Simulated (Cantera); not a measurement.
A Cantera script and its output.

```python
import numpy as np
import cantera as ct

surf = ct.Interface("diamond.yaml", "diamond_100")
gas, bulk = surf.adjacent["gas"], surf.adjacent["diamond"]
k = surf.kinetics_species_index(bulk.species_names[0])
cover = ["c6HH", "c6H*", "c6*H", "c6**", "c6HM", "c6B"]

rows, drift = [], 0.0
print(f"{'P':>10s}{'um/h':>11s}" + "".join(f"{s:>11s}" for s in cover))
for v in [970, 1500, 2400, 3900, 6100, 9700, 15000, 24000]:
    T, P, xH, xCH3 = 1200, v, 0.00054, 0.00017
    gas.TPX = T, P, {"H": xH, "CH3": xCH3, "CH4": 0.014, "H2": 1 - xH - xCH3 - 0.014}
    surf.TP = bulk.TP = T, P
    surf.coverages = "c6H*:0.1, c6HH:0.9"
    surf.advance_coverages(100.0)
    before = surf.coverages
    surf.advance_coverages(100.0)
    drift = max(drift, np.max(np.abs(surf.coverages - before) / (surf.coverages + 1e-9)))
    rate = surf.net_production_rates[k] * bulk.mean_molecular_weight / bulk.density * 3.6e9
    rows.append([rate, *surf[cover].coverages])
    print(f"{v:10.4g}{rate:11.4e}" + "".join(f"{x:11.3e}" for x in rows[-1][1:]))
```

Output:

```
         P       um/h       c6HH       c6H*       c6*H       c6**       c6HM        c6B
       970 7.5498e-02  4.832e-01  3.597e-02  4.605e-01  1.752e-02  4.947e-04  2.049e-10
      1500 1.2854e-01  4.829e-01  3.595e-02  4.602e-01  1.748e-02  7.678e-04  3.488e-10
      2400 2.3239e-01  4.826e-01  3.592e-02  4.598e-01  1.745e-02  1.226e-03  6.306e-10
      3900 4.4260e-01  4.820e-01  3.587e-02  4.592e-01  1.741e-02  1.974e-03  1.201e-09
      6100 8.3134e-01  4.812e-01  3.581e-02  4.584e-01  1.738e-02  3.037e-03  2.256e-09
      9700 1.6610e+00  4.800e-01  3.571e-02  4.570e-01  1.732e-02  4.691e-03  4.507e-09
   1.5e+04 3.2810e+00  4.783e-01  3.558e-02  4.552e-01  1.725e-02  6.954e-03  8.903e-09
   2.4e+04 6.9739e+00  4.757e-01  3.537e-02  4.525e-01  1.714e-02  1.039e-02  1.892e-08
```

Detailed kinetics in Cantera: the Harris–Goodwin 1993 mechanism for the reconstructed diamond (100) surface.
